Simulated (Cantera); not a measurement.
Thermodynamics of nitride etching, feed Si₃N₄ + O₂ + N₂

Charge: 1 mol Si₃N₄, a varied amount of O₂, 0.46 mol N₂, at 1850 K and 10.0 mbar.

Cantera equilibrium calculation (NASA polynomials, part measured and part estimated; ideal gas, pure solids and liquids). Candidate condensed phases: Si, SiO₂, Si₂N₂O, Si₃N₄; 16 gas species. Mutual solubility and eutectic melting of coexisting phases are not modelled. The tables' values for SiN are old estimates; treat these amounts as uncertain. Kinetics and transport are ignored.

From 0.11 mol O₂ to 0.24 mol O₂ the condensed part is Si(l). From 0.31 mol O₂ to 0.67 mol O₂ the condensed part is Si(l) + Si₂N₂O(s). At 0.87 mol O₂ the condensed part is Si₂N₂O(s). The main Si-bearing gas is SiO throughout.

```
n(O₂) (mol)   x N₂   x SiO      x Si   x Si₂N    x SiN    x Si₂    x Si₃  n Si(l)  n Si₂N₂O(s)
-----------  -----  ------  --------  -------  -------  -------  -------  -------  -----------
0.11         0.917  0.0820  0.000645  3.61e-5  2.37e-5  4.51e-6  1.04e-6     2.78            0
0.14         0.897   0.102  0.000645  3.57e-5  2.34e-5  4.51e-6  1.04e-6     2.72            0
0.18         0.872   0.128  0.000645  3.52e-5  2.31e-5  4.51e-6  1.04e-6     2.64            0
0.24         0.836   0.163  0.000645  3.45e-5  2.26e-5  4.51e-6  1.04e-6     2.52            0
0.31         0.835   0.165  0.000645  3.44e-5  2.26e-5  4.51e-6  1.04e-6     2.21        0.168
0.4          0.835   0.165  0.000645  3.44e-5  2.26e-5  4.51e-6  1.04e-6     1.81        0.392
0.52         0.835   0.165  0.000645  3.44e-5  2.26e-5  4.51e-6  1.04e-6     1.27        0.691
0.67         0.835   0.165  0.000645  3.44e-5  2.26e-5  4.51e-6  1.04e-6    0.594         1.06
0.87         0.714   0.286  0.000434  1.44e-5  1.41e-5  2.05e-6  3.19e-7        0         1.26
```
x: gas mole fraction; n: condensed amount in mol.
